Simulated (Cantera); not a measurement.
Thermodynamics of aluminium and copper etching, feed Cu + F2 + N2

A closed system holds: 1 mol Cu, 2.9 mol F2, 0.86 mol N2, equilibrated at 0.310 bar.

Method: chemical equilibrium by Gibbs-energy minimisation in Cantera with the NASA 1993 tables (ideal gas, pure condensed phases). Candidate condensed phases: Cu, CuF2; 11 gas species. Kinetics and transport are ignored.

```csv
T (K),x F,x F2,x N2,x CuF2,x NF3,x NF2,n CuF2(s),n CuF2(l)
998,0.129,0.556,0.286,3.64e-5,0.0289,6.71e-6,1.000,0
1048,0.198,0.511,0.278,0.000155,0.0120,7.42e-6,1.000,0
1098,0.285,0.444,0.266,0.000574,0.00484,7.55e-6,0.998,0
1148,0.382,0.363,0.251,0.00153,0.00189,7.09e-6,0,0.995
1198,0.481,0.279,0.235,0.00353,0.000706,6.15e-6,0,0.987
1248,0.571,0.201,0.220,0.00756,0.000251,4.94e-6,0,0.971
1298,0.641,0.137,0.207,0.0151,8.52e-5,3.71e-6,0,0.937
1348,0.687,0.0889,0.196,0.0285,2.81e-5,2.64e-6,0,0.875
1398,0.708,0.0555,0.185,0.0510,9.02e-6,1.80e-6,0,0.763
1448,0.705,0.0335,0.175,0.0872,2.83e-6,1.17e-6,0,0.571
1498,0.676,0.0194,0.162,0.143,8.48e-7,7.18e-7,0,0.241
```
x: gas mole fraction; n: condensed amount in mol.

From 998 K to 1098 K the condensed part is CuF2(s). From 1148 K to 1498 K the condensed part is CuF2(l). The main Cu-bearing gas is CuF2 throughout.
